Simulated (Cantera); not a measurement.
Gas mixture: CO2 : C3H8 : H2 : C2H2 = 0.12 : 0.079 : 0.66 : 0.37 (molar parts), at 5.00 bar, frozen composition.

Cantera's kinetic-theory transport with the Lennard-Jones parameters of GRI-Mech 3.0, ideal gas; thermal conductivity in the multicomponent form. The composition is frozen, though it would react at the higher temperatures.

D: mixture-averaged diffusion coefficient of that species in the mixture.

| T (K) | ρ (kg/m³) | cp (J/kg/K) | μ (µPa s) | λ (mW/m/K) | Pr | D (cm²/s) H | D (cm²/s) H2O | D (cm²/s) CH4 |
|---|---|---|---|---|---|---|---|---|
| 400 | 2.41 | 2550 | 14.9 | 91.1 | 0.418 | 0.440 | 0.100 | 0.0973 |
| 550 | 1.76 | 2803 | 19.3 | 120 | 0.451 | 0.771 | 0.184 | 0.171 |
| 700 | 1.38 | 2997 | 23.2 | 147 | 0.472 | 1.17 | 0.288 | 0.260 |
| 850 | 1.14 | 3168 | 26.7 | 174 | 0.484 | 1.63 | 0.409 | 0.362 |
| 1000 | 0.965 | 3312 | ? | ? | 0.493 | ? | ? | ? |
| 1150 | 0.839 | 3438 | ? | ? | 0.498 | ? | ? | ? |

**Question.** Complete the blanks.

**Answer.** 
- 1000, μ (µPa s): 29.9
- 1000, λ (mW/m/K): 201
- 1000, D (cm²/s) H: 2.14
- 1000, D (cm²/s) H2O: 0.547
- 1000, D (cm²/s) CH4: 0.476
- 1150, μ (µPa s): 32.9
- 1150, λ (mW/m/K): 227
- 1150, D (cm²/s) H: 2.71
- 1150, D (cm²/s) H2O: 0.699
- 1150, D (cm²/s) CH4: 0.603
